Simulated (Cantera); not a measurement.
Feed: 1 mol Fe(CO)5, 0.38 mol O2, 0.1 mol N2, held at 575 °C and 133 Pa.

Equilibrium computed with Cantera from the NASA thermochemical tables; the gas is ideal and each condensed phase is pure. Candidate condensed phases: C, Fe, Fe(CO)5, FeO, Fe2O3, Fe3O4; 27 gas species. Kinetics and transport are ignored.

Base state: CO 0.831, CO2 0.149, N2 0.0196 (mole fractions); condensed: Fe(α).

**Question.** What changes in the equilibrium state with this change: Fe(CO)5 replaced by Hg?

**Answer.** 
```
species     before   after
----------  ------  ------
Hg               0   0.676
O2           <1e-9   0.257
N2          0.0196  0.0676
CO           0.831       0
CO2          0.149       0
Fe(α), mol    1.00       0
```
Further candidate phases: Hg, HgO.
